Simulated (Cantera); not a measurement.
A closed system holds: 1 mol CaF2, 0.073 mol HF, 160 mol N2, equilibrated at 750 °C and 0.230 bar.

Equilibrium computed with Cantera from the NASA thermochemical tables; the gas is ideal and each condensed phase is pure. Candidate condensed phases: Ca, CaF2; 25 gas species. The numbers say what is thermodynamically allowed, not how fast it happens.

**Question.** What is the equilibrium state?

**Answer.** 
```json
{
 "x(N2)": "1.000",
 "x(HF)": "0.000456",
 "n(CaF2(s))": "1.00 mol",
 "gas_amount": "160.1 mol",
 "log10 activity of Ca(s) (absent)": "-30.26"
}
```
